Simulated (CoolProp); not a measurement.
R115 along the isotherm 484.7 K: Z from the reference equation and from simpler models built on Tc = 353.1 K, pc = 3129 kPa, ω = 0.248; each cubic takes its own stable root.

Values from CoolProp's reference Helmholtz-energy equation of state, Lemmon 2016.

```json
[
 {"p (kPa)": "978", "phase": "gas", "reference": "0.9667"},
 {"p (kPa)": "1960", "phase": "gas", "reference": "0.9331"},
 {"p (kPa)": "2930", "phase": "gas", "reference": "0.9001"},
 {"p (kPa)": "3910", "phase": "supercritical", "reference": "0.8678"},
 {"p (kPa)": "4890", "phase": "supercritical", "reference": "0.8375"},
 {"p (kPa)": "5870", "phase": "supercritical", "reference": "0.8107"},
 {"p (kPa)": "6850", "phase": "supercritical", "reference": "0.7886"},
 {"p (kPa)": "7820", "phase": "supercritical", "reference": "0.7724"}
]
```

Task: How far does each simpler model (Redlich-Kwong, Soave-Redlich-Kwong, Peng-Robinson) lie from the reference over these 8 states: mean and median of the absolute difference, and the worst?

Result: 
- Redlich-Kwong: mean 3.4 %, median 3.5 %, worst -5.4 % at 484.7 K and 7820 kPa
- Soave-Redlich-Kwong: mean 2.6 %, median 2.3 %, worst +5.7 % at 484.7 K and 7820 kPa
- Peng-Robinson: mean 0.7 %, median 0.8 %, worst -1.2 % at 484.7 K and 2930 kPa
